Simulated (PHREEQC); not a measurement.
Solution (25 °C): 74 mmol/kgw H2SO4, 94 mmol/kgw MnSO4 and 0.051 mmol/kgw Fe2(SO4)3. Closed to the air; pH follows from the charge balance.

All values are PHREEQC results (ion-association model, wateq4f.dat), not measurements.

Task: The ionic strength comes out as 0.288 mol/kgw. What activity coefficients do Fe(SO4)2-, FeHSO4+2, Mn+2, SO4-2, Fe+3 get?

Result: Fe(SO4)2- 0.73, FeHSO4+2 0.29, Mn+2 0.29, SO4-2 0.26, Fe+3 0.11.

No solid was allowed to form.
